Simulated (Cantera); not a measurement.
Input: 1 mol MgF₂, 0.086 mol O₂, 80 mol H₂, held at 1450 °C and 100000 Pa.

Method: chemical equilibrium by Gibbs-energy minimisation in Cantera with the NASA 1993 tables (ideal gas, pure condensed phases). Candidate condensed phases: H₂O, Mg, MgF₂, MgO, Mg(OH)₂; 31 gas species. Mutual solubility and eutectic melting of coexisting phases are not modelled. The tables' values for MgH are old estimates; treat these amounts as uncertain. Kinetics and transport are ignored.

Base state: H₂ 0.990, HF 0.00674, MgF₂ 0.00151, Mg 0.00122, MgF 0.000255, H 0.000181, H₂O 0.000122, MgH 1.54e-5 (mole fractions); condensed: MgF₂(l) + MgO(s).

What changes in the equilibrium state with this change: temperature from 1450 °C to 2000 °C?


| species | before | after |
|---|---|---|
| H₂ | 0.990 | 0.956 |
| HF | 0.00674 | 0.0220 |
| Mg | 0.00122 | 0.0102 |
| H | 0.000181 | 0.00821 |
| H₂O | 0.000122 | 0.00208 |
| MgH | 1.54e-5 | 0.000180 |
| MgF₂(l), mol | 0.596 | 0 |
| MgO(s), mol | 0.162 | 0 |

What changes in the equilibrium state with this change: H₂ from 80 to 1.8 mol?


```tsv
species	before	after
H₂	0.990	0.852
HF	0.00674	0.112
H₂O	0.000122	0.0339
MgF₂	0.00151	0.00151
MgH	1.54e-5	4.44e-8
Mg	0.00122	3.77e-6
MgF	0.000255	1.42e-5
H	0.000181	0.000168
MgF₂(l), mol	0.596	0.890
MgO(s), mol	0.162	0.107
```
